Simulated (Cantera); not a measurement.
B₂H₆ + O₂ + H₂ (boron, boron nitride and boron oxide)

A closed system holds: 1 mol B₂H₆, 0.06 mol O₂, 1 mol H₂, at 100 Torr.

Cantera equilibrium calculation (NASA polynomials, part measured and part estimated; ideal gas, pure solids and liquids). Candidate condensed phases: B, B₂O₃, B₃O₃H₃, H₂O; 23 gas species. The feed counts by its element totals alone. Mutual solubility and eutectic melting of coexisting phases are not modelled. The tables' values for BH₂ are old estimates; treat these amounts as uncertain. Gases not in the tables: B₂H₆ and higher boranes. The numbers say what is thermodynamically allowed, not how fast it happens.

```
T (K)  log p H₂  log p HBO  log p H  log p BO  log p B₃O₃H₃  n B(s)  n B₂O₃(l)
-----  --------  ---------  -------  --------  ------------  ------  ---------
923       -0.88      -7.39   -10.05      <-12         -3.57    1.91     0.0320
1073      -0.88      -5.74    -8.29    -11.39         -3.50    1.91     0.0306
1223      -0.88      -4.50    -6.96     -8.96         -3.48    1.91     0.0297
1373      -0.88      -3.54    -5.92     -7.08         -3.47    1.91     0.0267
1523      -0.88      -2.78    -5.08     -5.57         -3.49    1.89    0.00858
1673      -0.89      -2.53    -4.39     -4.71         -4.60    1.88          0
1823      -0.89      -2.49    -3.81     -4.17         -6.06    1.88          0
1973      -0.89      -2.49    -3.31     -3.74         -7.35    1.88          0
2123      -0.89      -2.50    -2.89     -3.39         -8.52    1.88          0
2273      -0.90      -2.55    -2.52     -3.11         -9.62    1.87          0
```
log p: log10 of the partial pressure in bar; n: condensed amount in mol.

From 923 K to 1523 K the condensed part is B(s) + B₂O₃(l). From 1673 K to 2273 K the condensed part is B(s). The main B-bearing gas is B₃O₃H₃ at 923 K and HBO at 2273 K. The share of B in condensed phases is highest at 923 K (98.8 %) and lowest at 2273 K (93.6 %).
